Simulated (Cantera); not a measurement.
A Cantera script and what it prints.

```python
import numpy as np
import cantera as ct

gas_names = [...]  # 92 gases of nasa_gas.yaml made of C, H, N
cond_names = """
    C(gr) C6H6(L) C7H8(L) C8H18(L),n-octa
""".split()


# ... load() reads the species with a 1 bar reference pressure and builds the phases ...
atoms = {
    'C2H2': {'C': 2, 'H': 2},
    'NH3': {'N': 1, 'H': 3},
    'H2': {'H': 2},
}
top_T = {'C(gr)': 4500}  # K; cautious upper limits of use, not melting points


# ... equilibrate(T, P, feed) seeds the gas with the atoms and calls Mixture.equilibrate('TP', solver="vcs", rtol=1e-11, max_steps=5000) ...
results = []
feed = {'C2H2': 1, 'NH3': 0.035, 'H2': 5.4}  # mol
P = 14000  # Pa
for T in [825, 1025, 1225, 1425, 1625, 1825, 2025, 2225]:
    mix = equilibrate(T, P, feed)
    results.append((T, P, feed, dict(zip(mix.species_names, mix.species_moles))))
    x = sorted(zip(gas.X, gas.species_names), reverse=True)
    print(f"T = {T:g} K  P = {P:g} Pa  gas = {mix.phase_moles(0):.4g} mol")
    print("   x: " + "  ".join(f"{s} {v:.3e}" for v, s in x if v > 1e-06))
    print("   condensed (mol): " + ("  ".join(f"{mix.phase(i).name} {mix.phase_moles(i):.4g}"
          for i in range(1, mix.n_phases) if mix.phase_moles(i) > 1e-12) or "none"))
```

It prints:

```
T = 825 K  P = 14000 Pa  gas = 5.873 mol
   x: H2 8.955e-01  CH4 1.016e-01  N2 2.972e-03  NH3 1.513e-05
   condensed (mol): C(gr) 1.404
T = 1025 K  P = 14000 Pa  gas = 6.406 mol
   x: H2 9.872e-01  CH4 1.003e-02  N2 2.730e-03  NH3 3.553e-06
   condensed (mol): C(gr) 1.936
T = 1225 K  P = 14000 Pa  gas = 6.458 mol
   x: H2 9.955e-01  N2 2.707e-03  CH4 1.822e-03  HCN 5.074e-06  NH3 1.233e-06
   condensed (mol): C(gr) 1.988
T = 1425 K  P = 14000 Pa  gas = 6.467 mol
   x: H2 9.967e-01  N2 2.690e-03  CH4 5.240e-04  HCN 3.136e-05  H 1.820e-05  C2H2,acetylene 3.514e-06
   condensed (mol): C(gr) 1.996
T = 1625 K  P = 14000 Pa  gas = 6.469 mol
   x: H2 9.968e-01  N2 2.642e-03  CH4 2.046e-04  H 1.883e-04  HCN 1.223e-04  C2H2,acetylene 3.545e-05  HNC 3.002e-06
   condensed (mol): C(gr) 1.997
T = 1825 K  P = 14000 Pa  gas = 6.473 mol
   x: H2 9.956e-01  N2 2.523e-03  H 1.174e-03  HCN 3.470e-04  C2H2,acetylene 2.138e-04  CH4 9.838e-05  HNC 1.392e-05  CH3 2.343e-06
   condensed (mol): C(gr) 1.994
T = 2025 K  P = 14000 Pa  gas = 6.486 mol
   x: H2 9.908e-01  H 5.120e-03  N2 2.288e-03  C2H2,acetylene 8.966e-04  HCN 7.737e-04  CH4 5.464e-05  HNC 4.598e-05  CH3 5.568e-06
   condensed (mol): C(gr) 1.983
T = 2225 K  P = 14000 Pa  gas = 6.526 mol
   x: H2 9.765e-01  H 1.711e-02  C2H2,acetylene 2.864e-03  N2 1.917e-03  HCN 1.413e-03  HNC 1.158e-04  CH4 3.328e-05  CH3 1.111e-05  C4H2 3.427e-06  C2H 1.862e-06
   condensed (mol): C(gr) 1.952
```

Equilibrium computed with Cantera from the NASA thermochemical tables; the gas is ideal and each condensed phase is pure.
